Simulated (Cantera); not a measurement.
Input: 1 mol SiC, 1.1 mol O2, 3.6 mol H2, 0.93 mol N2O, equilibrated at 1327 °C and 1.60 mbar.

Equilibrium computed with Cantera from the NASA thermochemical tables; the gas is ideal and each condensed phase is pure. Candidate condensed phases: C, C6H6, C7H8, C8H18, H2O, Si, SiC, SiO2, Si2N2O, Si3N4; 151 gas species. The tables hold silica as quartz up to 1696 K and as liquid above; real silica turns to tridymite and cristobalite and melts near 1996 K. Equilibrium is a limit: real reactors are often held back by kinetics, nucleation or transport.

### Question
What is the equilibrium state?

### Answer
```
Quantity                                    Value
--------------------------------------  ---------
x(H2)                                       0.628
x(CO)                                       0.179
x(N2)                                       0.168
x(H2O)                                     0.0219
x(CO2)                                    0.00207
x(H)                                      0.00108
x(SiO)                                   0.000460
x(OH)                                     1.47e-6
n(SiO2(β-quartz))                       0.997 mol
gas amount                              5.536 mol
log10 activity of C(graphite) (absent)      -5.14
log10 activity of Si(s) (absent)            -7.17
```
